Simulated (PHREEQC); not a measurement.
# Buffer

Make-up at 20 °C: 0.011 mol H3PO4, 0.13 mol NaF and 0.091 mol NaCl per kg of water. Closed to the air; pH follows from the charge balance.

Computed with PHREEQC (ion-association model, phreeqc.dat).

This is a speciation only: nothing precipitates in the calculation.

Problem. Predict the pH, activity of water.

Solution. pH 4.11; activity of water 0.992.

Problem. In which forms is Na present?

Solution. Na+ 97 %, NaF 3.0 % of the Na.

Species that the database lacks are ignored.
